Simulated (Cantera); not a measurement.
A Cantera script and what it prints.

```python
import numpy as np
import cantera as ct

gas_names = """
    C CN CO CO2 C2 CCN CNC C2N2 C2O C3 C3O2 C4 C4N2 C5 N NCO NO NO2 NO3 N2 N2O O O2 O3 Pb PbO Pb2
""".split()
cond_names = """
    C(gr) Pb(cr) Pb(L) PbO(rd) PbO(yw) PbO(L) PbO2(s) Pb3O4(s)
""".split()


# ... load() reads the species with a 1 bar reference pressure and builds the phases ...
atoms = {
    'Pb': {'Pb': 1},
    'CO': {'C': 1, 'O': 1},
    'N2': {'N': 2},
}
top_T = {'C(gr)': 4500, 'Pb3O4(s)': 820}  # K; cautious upper limits of use, not melting points


# ... equilibrate(T, P, feed) seeds the gas with the atoms and calls Mixture.equilibrate('TP', solver="vcs", rtol=1e-11, max_steps=5000) ...
results = []
feed = {'Pb': 1, 'CO': 0.27, 'N2': 0.79}  # mol
T = 1075  # K
P = 310000  # Pa
mix = equilibrate(T, P, feed)
results.append((T, P, feed, dict(zip(mix.species_names, mix.species_moles))))
x = sorted(zip(gas.X, gas.species_names), reverse=True)
print(f"T = {T:g} K  P = {P:g} Pa  gas = {mix.phase_moles(0):.4g} mol")
print("   x: " + "  ".join(f"{s} {v:.3e}" for v, s in x if v > 1e-05))
print("   condensed (mol): " + ("  ".join(f"{mix.phase(i).name} {mix.phase_moles(i):.4g}"
      for i in range(1, mix.n_phases) if mix.phase_moles(i) > 1e-12) or "none"))
```

Output:

```
T = 1075 K  P = 310000 Pa  gas = 1.039 mol
   x: N2 7.604e-01  CO 2.193e-01  CO2 2.027e-02  Pb 2.450e-05
   condensed (mol): C(gr) 0.02106  Pb(L) 1
```

These are equilibrium values from Cantera (NASA tables, ideal gas, pure condensed phases), not measurements of a reactor.
